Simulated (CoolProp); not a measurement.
Methane along the isotherm 198.4 K: Z from the reference equation and from simpler models built on Tc = 190.6 K, pc = 45.99 bar, ω = 0.011; each cubic takes its own stable root.

Model: reference Helmholtz-energy equation of state, Setzmann 1991, in CoolProp.

| p (bar) | phase | reference |
|---|---|---|
| 0.364 | gas | 0.9977 |
| 0.566 | gas | 0.9963 |
| 0.882 | gas | 0.9943 |
| 1.37 | gas | 0.9911 |
| 2.14 | gas | 0.9861 |
| 3.33 | gas | 0.9782 |
| 5.18 | gas | 0.9659 |
| 8.07 | gas | 0.9461 |
| 12.6 | gas | 0.9140 |
| 19.6 | gas | 0.8609 |
| 30.5 | gas | 0.7672 |
| 47.4 | supercritical | 0.5667 |
| 73.8 | supercritical | 0.2988 |
| 115 | supercritical | 0.3968 |

Q: How far does each simpler model (van der Waals, Redlich-Kwong, Soave-Redlich-Kwong, Peng-Robinson) lie from the reference over these 14 states: mean and median of the absolute difference, and the worst?

A: 
- van der Waals: mean 4.6 %, median 0.4 %, worst +29.3 % at 198.4 K and 115 bar
- Redlich-Kwong: mean 1.6 %, median 0.1 %, worst +13.1 % at 198.4 K and 73.8 bar
- Soave-Redlich-Kwong: mean 1.6 %, median 0.1 %, worst +13.2 % at 198.4 K and 73.8 bar
- Peng-Robinson: mean 1.3 %, median 0.6 %, worst -4.7 % at 198.4 K and 47.4 bar
